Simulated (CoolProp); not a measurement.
Saturation properties of dimethyl carbonate.

Model: reference Helmholtz-energy equation of state, Zhou 2011, in CoolProp.

```
T (°C)  p (kPa)  liquid density (kg/m³)  vapour density (kg/m³)  liquid cp (kJ/(kg K))
------  -------  ----------------------  ----------------------  ---------------------
64.85     42.13                    1009                   1.371                  1.901
76.25       [?]                   993.6                   2.020                  1.925
87.55     93.33                   977.7                     [?]                  1.952
98.95     133.2                   961.3                   4.022                  1.981
110.35      [?]                   944.5                     [?]                  2.012
121.75    252.7                   927.4                   7.346                  2.044
133.15    337.2                   909.8                   9.664                    [?]
144.45    441.0                   891.9                   12.50                  2.115
155.85    569.0                   873.3                   15.99                    [?]
167.25    723.3                   854.0                   20.24                  2.195
```

Problem. What belongs in the gaps?

Solution. 
- 76.25, p (kPa): 63.80
- 87.55, vapour density (kg/m³): 2.882
- 110.35, p (kPa): 185.5
- 110.35, vapour density (kg/m³): 5.489
- 133.15, liquid cp (kJ/(kg K)): 2.079
- 155.85, liquid cp (kJ/(kg K)): 2.153

It boils at 90.1 °C under 1 atm.
